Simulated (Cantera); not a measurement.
**AlCl₃ + HCl + N₂ (aluminium nitride and oxide growth)**

A closed system holds: 1 mol AlCl₃, 0.54 mol HCl, 1.7 mol N₂, equilibrated at 1.33 mbar.

Equilibrium computed with Cantera from the NASA thermochemical tables; the gas is ideal and each condensed phase is pure. Candidate condensed phases: Al, AlCl₃, AlN, NH₄Cl; 20 gas species. The tables' values for AlCl₂ are old estimates; treat these amounts as uncertain. The numbers say what is thermodynamically allowed, not how fast it happens.

From 1073 K to 1673 K nothing is condensed. The main Al-bearing gas is AlCl₃ throughout.

| T (K) | x N₂ | x AlCl₃ | x HCl | x Cl | x AlCl₂ |
|---|---|---|---|---|---|
| 1073 | 0.525 | 0.309 | 0.167 | 1.87e-5 | 4.96e-7 |
| 1123 | 0.525 | 0.309 | 0.167 | 3.94e-5 | 1.97e-6 |
| 1173 | 0.525 | 0.309 | 0.167 | 7.81e-5 | 6.89e-6 |
| 1223 | 0.525 | 0.309 | 0.167 | 0.000148 | 2.16e-5 |
| 1273 | 0.525 | 0.309 | 0.166 | 0.000270 | 6.10e-5 |
| 1323 | 0.525 | 0.308 | 0.166 | 0.000478 | 0.000157 |
| 1373 | 0.524 | 0.308 | 0.166 | 0.000831 | 0.000366 |
| 1423 | 0.524 | 0.307 | 0.166 | 0.00143 | 0.000786 |
| 1473 | 0.524 | 0.306 | 0.166 | 0.00243 | 0.00155 |
| 1523 | 0.523 | 0.304 | 0.165 | 0.00408 | 0.00286 |
| 1573 | 0.521 | 0.301 | 0.165 | 0.00680 | 0.00491 |
| 1623 | 0.519 | 0.296 | 0.164 | 0.0112 | 0.00799 |
| 1673 | 0.516 | 0.289 | 0.163 | 0.0180 | 0.0123 |
x: gas mole fraction; nothing condenses.
